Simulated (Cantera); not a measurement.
## Oxide etching and cleaning by halides: Fe₂O₃ + Cl₂ + O₂

Feed: 1 mol Fe₂O₃, 1.8 mol Cl₂, 1.7 mol O₂, at 750 Torr.

These are equilibrium values from Cantera (NASA tables, ideal gas, pure condensed phases), not measurements of a reactor. Candidate condensed phases: Fe, FeCl₂, FeCl₃, FeO, Fe₂O₃, Fe₃O₄; 13 gas species. Condensed phases not in the tables: FeOCl. Equilibrium is a limit: real reactors are often held back by kinetics, nucleation or transport.

| T (°C) | x O₂ | x Cl₂ | x FeCl₃ | x FeCl₂ | x Cl | x ClO | x Fe₂Cl₄ | x Fe₂Cl₆ | n Fe₂O₃(s) |
|---|---|---|---|---|---|---|---|---|---|
| 600 | 0.486 | 0.514 | 0.000172 | 1.23e-7 | 3.18e-5 | 2.04e-6 | 2.14e-12 | 6.40e-7 | 1.000 |
| 650 | 0.486 | 0.513 | 0.000518 | 8.49e-7 | 8.01e-5 | 4.35e-6 | 3.46e-11 | 2.07e-6 | 0.999 |
| 700 | 0.487 | 0.512 | 0.00137 | 4.73e-6 | 0.000184 | 8.59e-6 | 4.11e-10 | 5.84e-6 | 0.998 |
| 750 | 0.488 | 0.509 | 0.00327 | 2.20e-5 | 0.000388 | 1.58e-5 | 3.75e-9 | 1.45e-5 | 0.994 |
| 800 | 0.490 | 0.502 | 0.00703 | 8.73e-5 | 0.000762 | 2.76e-5 | 2.70e-8 | 3.21e-5 | 0.987 |
| 850 | 0.494 | 0.490 | 0.0138 | 0.000300 | 0.00140 | 4.55e-5 | 1.57e-7 | 6.29e-5 | 0.975 |
| 900 | 0.501 | 0.471 | 0.0246 | 0.000903 | 0.00243 | 7.14e-5 | 7.43e-7 | 0.000109 | 0.955 |
| 950 | 0.511 | 0.443 | 0.0398 | 0.00240 | 0.00398 | 0.000107 | 2.90e-6 | 0.000164 | 0.924 |
| 1000 | 0.524 | 0.405 | 0.0589 | 0.00567 | 0.00617 | 0.000154 | 9.40e-6 | 0.000215 | 0.884 |
| 1050 | 0.539 | 0.360 | 0.0796 | 0.0120 | 0.00911 | 0.000212 | 2.56e-5 | 0.000246 | 0.833 |
| 1100 | 0.554 | 0.311 | 0.0987 | 0.0232 | 0.0128 | 0.000280 | 5.96e-5 | 0.000246 | 0.775 |
| 1150 | 0.569 | 0.260 | 0.113 | 0.0407 | 0.0173 | 0.000355 | 0.000120 | 0.000216 | 0.710 |
| 1200 | 0.581 | 0.210 | 0.120 | 0.0657 | 0.0223 | 0.000432 | 0.000209 | 0.000168 | 0.642 |
| 1250 | 0.591 | 0.164 | 0.118 | 0.0982 | 0.0276 | 0.000507 | 0.000321 | 0.000115 | 0.571 |
x: gas mole fraction; n: condensed amount in mol.

From 600 °C to 1250 °C the condensed part is Fe₂O₃(s). The main Fe-bearing gas is FeCl₃ throughout. The share of Fe in condensed phases is highest at 600 °C (100.0 %) and lowest at 1250 °C (57.1 %).
